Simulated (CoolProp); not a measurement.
Vapour-liquid equilibrium of R143a (1) + R134a (2) at 305.7 K; x and y are mole fractions of (1).

Model: multi-fluid Helmholtz-energy mixture model, Lemmon and Jacobsen 2000 and Tillner-Roth 1994; pair parameters Lemmon 2004, in CoolProp.

| x | bubble pressure, mixture model (MPa) | bubble pressure, Raoult's law (MPa) | y, mixture model | y, Raoult's law |
|---|---|---|---|---|
| 0.05 | 0.8608 | 0.8632 | 0.078 | 0.089 |
| 0.15 | 0.9266 | 0.9332 | 0.221 | 0.246 |
| 0.25 | 0.9932 | 1.003 | 0.347 | 0.381 |
| 0.35 | 1.061 | 1.073 | 0.460 | 0.498 |
| 0.45 | 1.129 | 1.143 | 0.562 | 0.602 |
| 0.55 | 1.199 | 1.213 | 0.655 | 0.693 |
| 0.65 | 1.269 | 1.283 | 0.741 | 0.774 |
| 0.75 | 1.341 | 1.353 | 0.821 | 0.847 |
| 0.85 | 1.415 | 1.423 | 0.895 | 0.913 |
| 0.95 | 1.490 | 1.493 | 0.966 | 0.972 |

The largest gap from Raoult's law is -1.2 % in bubble pressure, at x = 0.45. No azeotrope shows between x = 0.05 and 0.95.

Pair parameters are fitted to limited data, so mixtures are less certain than the pure fluids.
